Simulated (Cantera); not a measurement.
An adiabatic, constant-volume homogeneous reactor starts with 4.35 % C3H8, 8.70 % O2, 87.0 % N2, equivalence ratio 2.5, at 1698 K and 1.01 bar.

Model: GRI-Mech 3.0 (53 species, 325 reactions), integrated in Cantera. GRI-Mech 3.0 was tuned for natural gas; its chemistry of propane as a main component is partial and can be far from experiment.

x: mole fraction; the columns are a selection and need not sum to one.

```csv
t (s),T (K),P (bar),x C3H8,x O2,x OH,x N2O,x HCN
8.00e-6,1645,0.998,0.0301,0.0833,7.41e-5,1.51e-9,7.55e-9
1.92e-5,1662,1.03,…,…,…,…,…
4.63e-5,2190,1.48,7.26e-9,0.0110,0.000721,1.76e-8,3.97e-5
0.000111,2380,1.63,3.93e-11,3.26e-6,0.000283,1.84e-8,0.000261
0.000268,2379,1.64,2.01e-11,5.78e-7,0.000228,3.56e-8,0.000361
0.000644,2375,1.65,4.08e-12,4.21e-7,0.000184,6.77e-8,0.000491
0.00155,2370,1.66,<1e-12,3.27e-7,0.000155,9.73e-8,0.000469
0.00373,2366,1.66,<1e-12,…,0.000161,…,…
0.00896,2366,1.66,<1e-12,4.17e-7,0.000173,9.80e-9,5.65e-6
0.0216,2367,1.66,<1e-12,4.23e-7,0.000174,2.61e-9,7.88e-7
0.0519,2367,1.66,<1e-12,4.24e-7,0.000175,1.79e-9,4.30e-7
0.125,2367,1.66,<1e-12,4.25e-7,0.000175,1.72e-9,3.88e-7
0.300,2367,1.66,<1e-12,4.25e-7,0.000175,1.72e-9,3.88e-7
```

Task: Some entries are withheld; supply them.

Result: 
- 1.92e-5, x C3H8: 0.0135
- 1.92e-5, x O2: 0.0741
- 1.92e-5, x OH: 0.000141
- 1.92e-5, x N2O: 4.59e-9
- 1.92e-5, x HCN: 5.00e-8
- 0.00373, x O2: 3.60e-7
- 0.00373, x N2O: 5.45e-8
- 0.00373, x HCN: 0.000145
